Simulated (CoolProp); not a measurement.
R21 along the isotherm 473 K: Z from the reference equation and from simpler models built on Tc = 452.7 K, pc = 52.89 bar, ω = 0.206; each cubic takes its own stable root.

The numbers come from the reference Helmholtz-energy equation of state, Platzer 1990 in CoolProp. This equation is an older, rougher fit; its heat capacities, sound speeds and derivatives of the liquid may be far off and weren't checked against measurements.

| p (bar) | phase | reference |
|---|---|---|
| 44.1 | gas | 0.6887 |
| 88.1 | supercritical | 0.3056 |
| 132 | supercritical | 0.3865 |
| 176 | supercritical | 0.4812 |
| 220 | supercritical | 0.5759 |
| 264 | supercritical | 0.6694 |
| 308 | supercritical | 0.7615 |
| 353 | supercritical | 0.8543 |
| 397 | supercritical | 0.9438 |
| 441 | supercritical | 1.032 |
| 485 | supercritical | 1.120 |
| 529 | supercritical | 1.206 |

Task: How far does each simpler model (van der Waals, Redlich-Kwong, Peng-Robinson) lie from the reference over these 12 states: mean and median of the absolute difference, and the worst?

Result: 
- van der Waals: mean 29.6 %, median 32.1 %, worst +32.9 % at 473 K and 176 bar
- Redlich-Kwong: mean 5.3 %, median 4.2 %, worst +13.3 % at 473 K and 88.1 bar
- Peng-Robinson: mean 5.0 %, median 5.6 %, worst -8.0 % at 473 K and 529 bar
